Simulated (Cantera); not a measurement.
Feed: 1 mol Hg, 1.4 mol H₂, 60 mol N₂, held at 725 K and 133 Pa.

Equilibrium computed with Cantera from the NASA thermochemical tables; the gas is ideal and each condensed phase is pure. Candidate condensed phases: Hg; 10 gas species. The numbers say what is thermodynamically allowed, not how fast it happens.

Base state: N₂ 0.962, H₂ 0.0224, Hg 0.0160 (mole fractions); condensed: gas only.

Task: What changes in the equilibrium state with this change: Hg replaced by Fe(CO)₅?

Result: 
```
species           before     after
----------------  ------  --------
N₂                 0.962     0.910
CO                     0    0.0611
H₂                0.0224    0.0209
Hg                0.0160         0
CO₂                    0   0.00721
H₂O                    0  0.000328
C(graphite), mol       0     0.496
Fe(α), mol             0      1.00
```
Condensed phases not in the tables: cementite and carbon dissolved in iron. Further candidate phases: C, C₆H₆, C₇H₈, C₈H₁₈, Fe, Fe(CO)₅, FeO, Fe(OH)₂, Fe(OH)₃, Fe₂O₃, Fe₃O₄, H₂O.
